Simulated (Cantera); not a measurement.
Feed: 1 mol PbO, 61 mol H₂, 8.8 mol N₂, equilibrated at 923.15 K.

Cantera equilibrium calculation (NASA polynomials, part measured and part estimated; ideal gas, pure solids and liquids). Candidate condensed phases: H₂O, Pb, PbO, PbO₂, Pb₃O₄; 27 gas species. The numbers say what is thermodynamically allowed, not how fast it happens.

x: gas mole fraction; n: condensed amount in mol.

```
P (Pa)    x H₂   x N₂   x H₂O      x Pb       x NH₃       x H  n Pb(l)
-------  -----  -----  ------  --------  ----------  --------  -------
10       0.847  0.124  0.0141    0.0141  (withheld)   2.26e-8        0
68       0.856  0.126  0.0143   0.00374  (withheld)   8.72e-9    0.738
460      0.859  0.126  0.0143  0.000553  (withheld)   3.36e-9    0.961
3200     0.860  0.126  0.0143   7.96e-5  (withheld)   1.27e-9    0.994
22000    0.860  0.126  0.0143   1.16e-5  (withheld)  4.86e-10    0.999
150000   0.859  0.126  0.0143   1.70e-6  (withheld)  1.86e-10    1.000
1000000  0.858  0.125  0.0144   2.55e-7  (withheld)  7.20e-11    1.000
```

Some entries are withheld; supply them.


- 10, x NH₃: 2.77e-8
- 68, x NH₃: 1.93e-7
- 460, x NH₃: 1.31e-6
- 3200, x NH₃: 9.13e-6
- 22000, x NH₃: 6.28e-5
- 150000, x NH₃: 0.000428
- 1000000, x NH₃: 0.00283
